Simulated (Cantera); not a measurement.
A closed system holds: 1 mol SiCl4, 0.04 mol Cl2, 3.3 mol N2, at 1675 K and 25000 Pa.

Method: chemical equilibrium by Gibbs-energy minimisation in Cantera with the NASA 1993 tables (ideal gas, pure condensed phases). Candidate condensed phases: Si, Si3N4; 13 gas species. The tables' values for SiCl3 are old estimates; treat these amounts as uncertain. Rates play no part.

Base state: N2 0.753, SiCl4 0.226, Cl 0.0163, SiCl3 0.00264, Cl2 0.00236, SiCl2 6.43e-5 (mole fractions); condensed: gas only.

### Question
What changes in the equilibrium state with this change: pressure from 25000 Pa to 67000 Pa?

### Answer
| species | before | after |
|---|---|---|
| N2 | 0.753 | 0.755 |
| SiCl4 | 0.226 | 0.228 |
| Cl | 0.0163 | 0.0124 |
| SiCl2 | 6.43e-5 | 1.57e-5 |
| SiCl3 | 0.00264 | 0.00131 |
| Cl2 | 0.00236 | 0.00363 |
